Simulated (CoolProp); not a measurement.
Properties of nitrogen along the isotherm 138.2 K.

The numbers come from the reference Helmholtz-energy equation of state, Span 2000 in CoolProp.

```json
[
 {"p (kPa)": "424", "phase": "gas", "cp (kJ/(kg K))": "1.093", "cv (kJ/(kg K))": "0.7539", "speed of sound (m/s)": "236.0", "fugacity coefficient": "0.9687"},
 {"p (kPa)": "849", "phase": "gas", "cp (kJ/(kg K))": "1.158", "cv (kJ/(kg K))": "0.7668", "speed of sound (m/s)": "232.2", "fugacity coefficient": "0.9378"},
 {"p (kPa)": "1270", "phase": "gas", "cp (kJ/(kg K))": "1.236", "cv (kJ/(kg K))": "0.7809", "speed of sound (m/s)": "228.4", "fugacity coefficient": "0.9074"},
 {"p (kPa)": "1700", "phase": "gas", "cp (kJ/(kg K))": "1.335", "cv (kJ/(kg K))": "0.7970", "speed of sound (m/s)": "224.5", "fugacity coefficient": "0.8768"},
 {"p (kPa)": "2120", "phase": "gas", "cp (kJ/(kg K))": "1.459", "cv (kJ/(kg K))": "0.8145", "speed of sound (m/s)": "220.6", "fugacity coefficient": "0.8471"},
 {"p (kPa)": "2550", "phase": "gas", "cp (kJ/(kg K))": "1.625", "cv (kJ/(kg K))": "0.8348", "speed of sound (m/s)": "216.7", "fugacity coefficient": "0.8169"},
 {"p (kPa)": "2970", "phase": "gas", "cp (kJ/(kg K))": "1.847", "cv (kJ/(kg K))": "0.8576", "speed of sound (m/s)": "212.8", "fugacity coefficient": "0.7876"},
 {"p (kPa)": "3400", "phase": "supercritical", "cp (kJ/(kg K))": "2.171", "cv (kJ/(kg K))": "0.8847", "speed of sound (m/s)": "209.0", "fugacity coefficient": "0.7578"},
 {"p (kPa)": "3820", "phase": "supercritical", "cp (kJ/(kg K))": "2.647", "cv (kJ/(kg K))": "0.9159", "speed of sound (m/s)": "205.7", "fugacity coefficient": "0.7286"},
 {"p (kPa)": "4240", "phase": "supercritical", "cp (kJ/(kg K))": "3.392", "cv (kJ/(kg K))": "0.9523", "speed of sound (m/s)": "203.3", "fugacity coefficient": "0.6995"},
 {"p (kPa)": "4670", "phase": "supercritical", "cp (kJ/(kg K))": "4.552", "cv (kJ/(kg K))": "0.9915", "speed of sound (m/s)": "203.1", "fugacity coefficient": "0.6696"},
 {"p (kPa)": "5090", "phase": "supercritical", "cp (kJ/(kg K))": "5.739", "cv (kJ/(kg K))": "1.017", "speed of sound (m/s)": "208.7", "fugacity coefficient": "0.6406"}
]
```
